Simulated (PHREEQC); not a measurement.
A PHREEQC input (ion-association model, wateq4f.dat):

```
SOLUTION 1
  temp 70
  units mg/L
  pH 7.1
  pe -2
  Na 250
  K 8.27
  Ca 862
  Mg 245
  Cl 1980
  S(6) 508 as SO4
  Alkalinity 518 as HCO3
  Zn 0.822
END
USE solution 2
EQUILIBRIUM_PHASES 1
  Quartz 0 0.5
  CO2(g) -2 10
END
```

It stops with these messages:

```
ERROR: Solution 2 not found.
```

The fault: USE names a solution that was never defined. The line should read `USE solution 1` where the input has `USE solution 2`. With the mend the run ends at pH 7.79 and ionic strength 0.0951 mol/kgw.
